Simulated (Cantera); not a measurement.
A perfectly stirred reactor is fed with 54.3 % N₂O, 44.5 % O₂, 1.19 % H₂O, at 10.00 Torr; it is held at 1325 K, and followed from long to short residence time.

Computed with Cantera and GRI-Mech 3.0 (53 species, 325 reactions). GRI-Mech 3.0 was tuned for natural gas; its chemistry of N2O as a main component is partial and can be far from experiment. Radical loss at walls, strong at low pressure, is not modelled. The mechanism lacks the step 2 NO + O2 → 2 NO2, which can matter for NO2 below about 1400 K. The temperature is held fixed by assumption; the heat of reaction is taken as removed at once.

Task: Predict: x(N₂O) at τ = 0.990 s; x(O₂) at τ = 0.990 s; x(NO₂) at τ = 0.990 s; x(NO) at τ = 0.990 s; x(N₂) at τ = 0.990 s; x(N₂O) at τ = 21.0 ms; x(O₂) at τ = 21.0 ms; x(NO₂) at τ = 21.0 ms; x(NO) at τ = 21.0 ms; x(N₂) at τ = 21.0 ms.

Result: 
```json
{
 "x(N₂O) at τ = 0.990 s": "0.496",
 "x(O₂) at τ = 0.990 s": "0.453",
 "x(NO₂) at τ = 0.990 s": "0.000198",
 "x(NO) at τ = 0.990 s": "0.00518",
 "x(N₂) at τ = 0.990 s": "0.0340",
 "x(N₂O) at τ = 21.0 ms": "0.542",
 "x(O₂) at τ = 21.0 ms": "0.445",
 "x(NO₂) at τ = 21.0 ms": "2.51e-6",
 "x(NO) at τ = 21.0 ms": "0.000125",
 "x(N₂) at τ = 21.0 ms": "0.000770"
}
```
